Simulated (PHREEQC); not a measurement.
A PHREEQC input (ion-association model, phreeqc.dat):

```
SOLUTION 1
  temp 25
  units mg/L
  pH 12.5
  pe -1.7
  Na 45
  K 0.404
  Ca 24.9
  Mg 12
  Cl 93.3
  S(6) 22.3 as SO4
  Alkalinity 71.6 as HCO3
  Zn 2.5
  Li 0.00919
END
USE solution 1
EQUILIBRIUM_PHASES 1
  CO2(g) -3.4 10
END
```

It stops with these messages:

```
WARNING: Maximum iterations exceeded, 100
WARNING: Maximum iterations exceeded, 100
WARNING: The program has failed to converge to a numerical solution.
ERROR:           Alkalinity has not converged. Total: 1.174354e-03	Calculated: 3.774946e-02	Residual: -3.657511e-02
ERROR: Is non-carbonate alkalinity greater than total alkalinity?
ERROR:                   Ca has not converged. Total: 6.217610e-04	Calculated: 3.209335e-04	Residual: 3.008275e-04
ERROR:                   Cl has not converged. Total: 2.633786e-03	Calculated: 5.922421e-04	Residual: 2.041544e-03
ERROR:                    K has not converged. Total: 1.034033e-05	Calculated: 1.200230e-05	Residual: -1.661970e-06
ERROR:                   Li has not converged. Total: 1.325472e-06	Calculated: 1.517741e-06	Residual: -1.922690e-07
ERROR:                   Mg has not converged. Total: 4.939835e-04	Calculated: 4.415140e-04	Residual: 5.246942e-05
ERROR:                   Na has not converged. Total: 1.958976e-03	Calculated: 2.258029e-03	Residual: -2.990526e-04
ERROR:                 S(6) has not converged. Total: 2.323251e-04	Calculated: 1.844450e-04	Residual: 4.788004e-05
ERROR:                   Zn has not converged. Total: 3.827484e-05	Calculated: 3.534315e-05	Residual: 2.931689e-06
ERROR:                   Mu Ionic strength has not converged. 	Residual: 9.229993e-04
ERROR:               A(H2O) Activity of water has not converged. 	Residual: 6.963807e-04
ERROR: Model failed to converge for initial solution  1.
```

Why does the run stop?

The fault: pH typed as 12.5 with the alkalinity kept. The line should read `pH 7.54` where the input has `pH 12.5`. With the mend the run ends at pH 8.22 and ionic strength 0.00545 mol/kgw.
